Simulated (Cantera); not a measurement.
Feed: 1 mol B₂O₃, 2.2 mol HF, 3.5 mol O₂, equilibrated at 35000 Pa.

These are equilibrium values from Cantera (NASA tables, ideal gas, pure condensed phases), not measurements of a reactor. Candidate condensed phases: B, B₂O₃, B₃O₃H₃, H₂O; 43 gas species. Gases not in the tables: H₃BO₃. Kinetics and transport are ignored.

Question: Which condensed phases are stable at each of these points (T (K)): 1175, 1275, 1375, 1475, 1575, 1675, 1775, 1875?

Answer: 
```json
[
 {"T (K)": "1175", "condensed phases": "B₂O₃(l)", "B condensed (%)": "68.6"},
 {"T (K)": "1275", "condensed phases": "B₂O₃(l)", "B condensed (%)": "69.5"},
 {"T (K)": "1375", "condensed phases": "B₂O₃(l)", "B condensed (%)": "68.2"},
 {"T (K)": "1475", "condensed phases": "B₂O₃(l)", "B condensed (%)": "62.1"},
 {"T (K)": "1575", "condensed phases": "B₂O₃(l)", "B condensed (%)": "46.9"},
 {"T (K)": "1675", "condensed phases": "B₂O₃(l)", "B condensed (%)": "20.2"},
 {"T (K)": "1775", "condensed phases": "gas only", "B condensed (%)": "0.0"},
 {"T (K)": "1875", "condensed phases": "gas only", "B condensed (%)": "0.0"}
]
```

From 1175 K to 1675 K the condensed part is B₂O₃(l). From 1775 K to 1875 K nothing is condensed.
